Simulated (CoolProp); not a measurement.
Values from CoolProp's reference Helmholtz-energy equation of state, Schmidt 1985.

Problem. Give the vapour pressure (kPa), vapour density (kg/m³), liquid viscosity (µPa s), vapour viscosity (µPa s) of saturated oxygen at -173.35, -158.45 °C.

Solution. 
```tsv
T (°C)	p (kPa)	vapour density (kg/m³)	liquid viscosity (µPa s)	vapour viscosity (µPa s)
-173.35	250	10.3	153	7.71
-158.45	741	28.7	110	8.95
```

Viscosity comes from a separate model (Lemmon 2004).
